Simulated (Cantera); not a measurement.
What does this Cantera script print?

```python
import numpy as np
import cantera as ct

gas_names = [...]  # 151 gases of nasa_gas.yaml made of C, H, N, O, Si
cond_names = """
    C(gr) C6H6(L) C7H8(L) C8H18(L),n-octa H2O(s) H2O(L) Si(cr) Si(L) SiC(b) SiO2(Lqz) SiO2(hqz) SiO2(L)
    Si2N2O(s) Si3N4(a)
""".split()


# ... load() reads the species with a 1 bar reference pressure and builds the phases ...
atoms = {
    'HMDSO': {'Si': 2, 'C': 6, 'H': 18, 'O': 1},
    'NO': {'N': 1, 'O': 1},
}
top_T = {'C(gr)': 4500, 'SiC(b)': 3050, 'Si2N2O(s)': 2100, 'Si3N4(a)': 2400}  # K; cautious upper limits of use, not melting points


# ... equilibrate(T, P, feed) seeds the gas with the atoms and calls Mixture.equilibrate('TP', solver="vcs", rtol=1e-11, max_steps=5000) ...
results = []
T = 1323  # K
P = 9300  # Pa
for m in [1.6, 2.1, 2.7, 3.5, 4.5, 5.8, 7.5, 9.7, 13, 16, 21, 27]:
    feed = {'HMDSO': 1, 'NO': m}  # mol
    mix = equilibrate(T, P, feed)
    results.append((T, P, feed, dict(zip(mix.species_names, mix.species_moles))))

top = {s: max(r[3][s] / sum(r[3][g] for g in gas_names) for r in results) for s in gas_names}
cols = sorted((s for s in top if top[s] > 0.0001), key=lambda s: -top[s])[:6]
seen = [c for c in cond_names if any(r[3].get(c, 0) > 1e-12 for r in results)]
print("log10 of partial pressures in bar; condensed amounts in mol")
print(f"{'n(NO)':>10s}" + "".join(f"{s[:9]:>10s}" for s in cols + seen))
for T, P, feed, n in results:
    ng = sum(n[g] for g in gas_names)
    print(f"{feed['NO']:10.4g}" + "".join(f"{np.log10(max(n[s] / ng * P / 1e5, 1e-99)):10.3f}" for s in cols)
          + "".join(f"{n.get(c, 0):10.4g}" for c in seen))
```

Output:

```
log10 of partial pressures in bar; condensed amounts in mol
     n(NO)        H2        N2       H2O        CO       CO2        O2     C(gr) SiO2(hqz) Si2N2O(s)
       1.6    -1.069    -3.030    -5.379    -2.175    -6.753   -22.394      5.29    0.5968    0.7016
       2.1    -1.099    -2.488    -5.228    -1.994    -6.391   -22.032     4.849    0.6357    0.6821
       2.7    -1.129    -2.212    -5.166    -1.902    -6.207   -21.848     4.478    0.7881     0.606
       3.5    -1.164    -2.011    -5.134    -1.835    -6.074   -21.715     4.079     1.055    0.4723
       4.5    -1.202    -1.862    -5.122    -1.785    -5.974   -21.615     3.649     1.435    0.2824
       5.8    -1.246    -1.740    -5.126    -1.745    -5.893   -21.534     3.145     1.965   0.01735
       7.5    -1.314    -1.694    -5.064    -1.615    -5.634   -21.275     1.498         2         0
       9.7    -1.400    -1.644    -2.621    -1.565    -3.054   -16.215         0         2         0
        13    -1.573    -1.551    -1.914    -1.681    -2.291   -14.457         0         2         0
        16    -1.765    -1.490    -1.717    -1.820    -2.040   -13.679         0         2         0
        21    -2.281    -1.417    -1.559    -2.244    -1.791   -12.332         0         2         0
        27    -7.275    -1.378    -1.554    -7.183    -1.730    -2.333         0         2         0
```

Method: chemical equilibrium by Gibbs-energy minimisation in Cantera with the NASA 1993 tables (ideal gas, pure condensed phases). The feed counts by its element totals alone. Mutual solubility and eutectic melting of coexisting phases are not modelled. The tables hold silica as quartz up to 1696 K and as liquid above; real silica turns to tridymite and cristobalite and melts near 1996 K. Gases not in the tables: Si(OH)4.
